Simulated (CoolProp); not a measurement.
Nitrous oxide along the isotherm 202.2 K: Z from the reference equation and from simpler models built on Tc = 309.5 K, pc = 7.245 MPa, ω = 0.161; each cubic takes its own stable root.

Model: reference Helmholtz-energy equation of state, Lemmon 2006, in CoolProp. It is a short technical equation, of lower accuracy than the large ones.

```csv
p (MPa),phase,reference
0.329,liquid,0.007314
0.659,liquid,0.01464
0.988,liquid,0.02194
1.32,liquid,0.02930
1.65,liquid,0.03661
1.98,liquid,0.04391
2.31,liquid,0.05120
2.63,liquid,0.05827
2.96,liquid,0.06554
3.29,liquid,0.07282
3.62,liquid,0.08008
```

Task: How far does each simpler model (van der Waals, Redlich-Kwong, Soave-Redlich-Kwong, Peng-Robinson) lie from the reference over these 11 states: mean and median of the absolute difference, and the worst?

Result: 
- van der Waals: mean 2148.2 %, median 59.9 %, worst +13059.7 % at 202.2 K and 0.329 MPa
- Redlich-Kwong: mean 1177.1 %, median 9.5 %, worst +12853.2 % at 202.2 K and 0.329 MPa
- Soave-Redlich-Kwong: mean 7.5 %, median 7.5 %, worst +7.6 % at 202.2 K and 0.329 MPa
- Peng-Robinson: mean 4.9 %, median 4.9 %, worst -4.9 % at 202.2 K and 3.62 MPa

At some of these states van der Waals, Redlich-Kwong gives the other phase, because its saturation line lies elsewhere.
